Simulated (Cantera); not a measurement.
A freely propagating, adiabatic, planar premixed flame of CO : H2 : CH4 : O2 : N2 = 1 : 0.06 : 0.031 : 0.493 : 1.85 (molar parts), equivalence ratio 1.2, unburnt at 375 K and 263 Torr; mixture-averaged transport, grid criteria slope 0.08 and curve 0.16, no radiation.

Detailed kinetics in Cantera: GRI-Mech 3.0 (53 species, 325 reactions). Burning velocities carry a grid error of a few per cent, more on coarse grids.

x: mole fraction of selected species; z is measured from the peak of heat release.

| z (mm) | T (K) | u (m/s) | x CO | x H2 | x CH4 | x H | x H2O2 | x HO2 |
|---|---|---|---|---|---|---|---|---|
| -6.10 | 375 | 0.975 | 0.291 | 0.0175 | 0.00903 | <1e-8 | <1e-8 | <1e-8 |
| -4.06 | 375 | 0.975 | 0.291 | 0.0175 | 0.00903 | <1e-8 | <1e-8 | <1e-8 |
| -3.05 | 375 | 0.975 | 0.291 | 0.0175 | 0.00903 | <1e-8 | <1e-8 | <1e-8 |
| -2.03 | 375 | 0.975 | 0.291 | 0.0174 | 0.00903 | <1e-8 | 3.57e-8 | 1.11e-7 |
| -1.02 | 384 | 0.999 | 0.291 | 0.0170 | 0.00902 | 4.77e-7 | 1.24e-5 | 4.43e-5 |
| -0.508 | … | 1.61 | 0.280 | 0.0156 | 0.00822 | 0.000965 | 3.73e-5 | 0.000110 |
| 0 | … | 2.83 | 0.246 | 0.0103 | 0.00214 | 0.00942 | 1.28e-6 | 2.73e-5 |
| 0.508 | … | 3.46 | 0.194 | 0.00430 | 1.33e-5 | 0.0188 | 4.01e-7 | 8.72e-6 |
| 1.02 | … | 3.76 | 0.160 | 0.00373 | 1.51e-8 | 0.0222 | 2.44e-7 | 4.99e-6 |
| 2.03 | 1668 | 4.06 | 0.139 | 0.00422 | <1e-8 | 0.0204 | 1.50e-7 | 3.19e-6 |
| 4.06 | 1811 | 4.37 | 0.134 | 0.00425 | <1e-8 | 0.0143 | 8.67e-8 | 2.33e-6 |
| 8.13 | 1955 | 4.67 | 0.127 | 0.00389 | <1e-8 | 0.00896 | 4.71e-8 | 1.59e-6 |
| 16.3 | 2089 | 4.94 | 0.117 | 0.00338 | <1e-8 | 0.00543 | 2.68e-8 | 1.01e-6 |

Problem. Fill in the missing entries.

Solution. 
- -0.508, T (K): 622
- 0, T (K): 1103
- 0.508, T (K): 1378
- 1.02, T (K): 1521
